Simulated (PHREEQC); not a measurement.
Copper plating or etch bath

Solution (25 °C): 0.061 mol Cu(NO3)2 and 0.00027 mol FeCl3 per kg of water. Closed to the air; pH follows from the charge balance.

Computed with PHREEQC (ion-association model, phreeqc.dat).

```json
{
 "pH": "3.57",
 "ionic_strength": "0.184 mol/kgw",
 "specific_conductance": "11300 µS/cm",
 "density": "1.006 g/cm³",
 "total_alkalinity": "-0.540 meq/kg"
}
```

| species | molality | activity | log γ |
|---|---|---|---|
| NO3- | 0.122 | 0.0856 | -0.154 |
| Cu+2 | 0.0610 | 0.0205 | -0.474 |
| Cl- | 0.000768 | 0.000554 | -0.142 |
| H+ | 0.000338 | 0.000271 | -0.096 |
| FeOH+2 | 0.000159 | 4.89e-5 | -0.513 |
| Fe(OH)2+ | 7.94e-5 | 5.96e-5 | -0.124 |
| CuCl+ | 4.21e-5 | 3.05e-5 | -0.140 |
| Fe+3 | 1.52e-5 | 2.05e-6 | -0.868 |
| Fe2(OH)2+4 | 6.41e-6 | 6.42e-8 | -1.999 |
| Fe3(OH)4+5 | 1.06e-6 | 8.00e-10 | -3.124 |
| CuOH+ | 1.04e-6 | 7.54e-7 | -0.140 |
| Cu2(OH)2+2 | 7.86e-7 | 2.49e-7 | -0.500 |
| FeCl+2 | 1.12e-7 | 3.44e-8 | -0.513 |

No solid was allowed to form. Saturation is exceeded, for instance for Fe(OH)3(a), Hematite (slow to form); the values hold only as long as no solid forms. Species that the database lacks are ignored.
